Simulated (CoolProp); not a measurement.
Neopentane along the isotherm 550 K: Z from the reference equation and from simpler models built on Tc = 433.7 K, pc = 3.196 MPa, ω = 0.196; each cubic takes its own stable root.

The numbers come from the reference Helmholtz-energy equation of state, Lemmon 2006 in CoolProp. It is a short technical equation, of lower accuracy than the large ones.

```
p (MPa)          phase  reference
-------  -------------  ---------
0.342              gas     0.9835
0.685              gas     0.9668
1.03               gas     0.9498
1.37               gas     0.9329
1.71               gas     0.9159
2.05               gas     0.8988
2.4                gas     0.8811
2.74               gas     0.8638
3.08               gas     0.8466
3.42     supercritical     0.8294
3.77     supercritical     0.8119
4.11     supercritical     0.7950
4.45     supercritical     0.7785
4.79     supercritical     0.7624
```

Task: How far does each simpler model (van der Waals, Redlich-Kwong) lie from the reference over these 14 states: mean and median of the absolute difference, and the worst?

Result: 
- van der Waals: mean 2.6 %, median 2.0 %, worst -7.1 % at 550 K and 4.79 MPa
- Redlich-Kwong: mean 1.4 %, median 1.3 %, worst -2.8 % at 550 K and 4.79 MPa
